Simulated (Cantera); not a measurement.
Input: 1 mol SiCl4, 0.21 mol NH3.

Equilibrium computed with Cantera from the NASA thermochemical tables; the gas is ideal and each condensed phase is pure. Candidate condensed phases: NH4Cl, Si, Si3N4; 28 gas species. The tables' values for SiCl3 are old estimates. Kinetics and transport are ignored.

Task: What condenses at these points (T in °C, P in Pa): (877, 37000); (927, 260); (1277, 5); (1127, 98); (927, 5100)?

Result: 
| T (°C) | P in Pa | condensed phases | Si condensed (%) |
|---|---|---|---|
| 877 | 37000 | Si3N4 | 8.8 |
| 927 | 260 | Si3N4 | 8.6 |
| 1277 | 5 | gas only | 0.0 |
| 1127 | 98 | gas only | 0.0 |
| 927 | 5100 | Si3N4 | 9.4 |
